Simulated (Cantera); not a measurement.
Input: 1 mol Si, a varied amount of HF, at 475 K and 0.0300 Torr.

Equilibrium computed with Cantera from the NASA thermochemical tables; the gas is ideal and each condensed phase is pure. Candidate condensed phases: Si; 25 gas species. Equilibrium is a limit: real reactors are often held back by kinetics, nucleation or transport.

**Question.** Which condensed phases are stable at each of these points (n(HF) (mol)): 1.5, 3.3, 5.2, 7, 8.9, 11, 13, 14, 16?

**Answer.** 
| n(HF) (mol) | condensed phases | Si condensed (%) |
|---|---|---|
| 1.5 | Si(s) | 62.5 |
| 3.3 | Si(s) | 17.4 |
| 5.2 | gas only | 0.0 |
| 7 | gas only | 0.0 |
| 8.9 | gas only | 0.0 |
| 11 | gas only | 0.0 |
| 13 | gas only | 0.0 |
| 14 | gas only | 0.0 |
| 16 | gas only | 0.0 |

From 1.5 mol HF to 3.3 mol HF the condensed part is Si(s). From 5.2 mol HF to 16 mol HF nothing is condensed.
